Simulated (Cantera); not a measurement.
A closed system holds: 1 mol TEOS, 2.6 mol H2O, a varied amount of N2, held at 302 °C and 0.0133 bar.

Cantera equilibrium calculation (NASA polynomials, part measured and part estimated; ideal gas, pure solids and liquids). Candidate condensed phases: C, C6H6, C7H8, C8H18, H2O, Si, SiC, SiO2, Si2N2O, Si3N4; 151 gas species. The feed counts by its element totals alone. Equilibrium is a limit: real reactors are often held back by kinetics, nucleation or transport.

Problem. At 120 mol N2, list the 7 most abundant gas species with their mole fractions, and the condensed phases.

Solution. N2 0.906, H2 0.0569, H2O 0.0215, CH4 0.00838, CO2 0.00643, CO 0.000429, NH3 1.12e-5. Condensed: C(graphite) + SiO2(α-quartz).
